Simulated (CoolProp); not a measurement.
Model: reference Helmholtz-energy equation of state, Wu 2011, in CoolProp.

Give the vapour pressure (kPa), liquid density (kg/m³), liquid viscosity (µPa s) of saturated dimethyl ether at -87.05, 38.55, 85.65 °C.


```csv
T (°C),p (kPa),liquid density (kg/m³),liquid viscosity (µPa s)
-87.05,2.27,816,580
38.55,857,639,114
85.65,2500,542,73.8
```

Viscosity comes from a separate model (Meng 2012).
